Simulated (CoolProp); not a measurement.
Vapour-liquid equilibrium of dimethyl ether (1) + methanol (2) at 0.18 MPa; x and y are mole fractions of (1).

Values from CoolProp's multi-fluid Helmholtz-energy mixture model, Wu 2011 and de Reuck 1993; pair parameters Bell 2016.

| x | bubble temperature (K) | y at the bubble point | dew temperature at overall composition x (K) | liquid density (mol/L) |
|---|---|---|---|---|
| 0.05 | 327.2 | 0.640 | 351.5 | 23.02 |
| 0.15 | 298.0 | 0.913 | 348.5 | 22.64 |
| 0.25 | 285.4 | 0.959 | 345.1 | 21.84 |
| 0.35 | 278.7 | 0.974 | 341.5 | 20.93 |
| 0.45 | 274.7 | 0.980 | 337.3 | 20.01 |
| 0.55 | 272.1 | 0.984 | 332.4 | 19.10 |
| 0.65 | 269.9 | 0.987 | 326.5 | 18.23 |
| 0.75 | 268.0 | 0.990 | 319.0 | 17.40 |
| 0.85 | 266.0 | 0.993 | 308.4 | 16.62 |
| 0.95 | 263.7 | 0.997 | 288.5 | 15.88 |

No azeotrope shows between x = 0.05 and 0.95.

The pair parameters rest on a limited set of measurements; away from them the model extrapolates. With so large a gap from Raoult's law the liquid may split in two, which this calculation doesn't test in full.
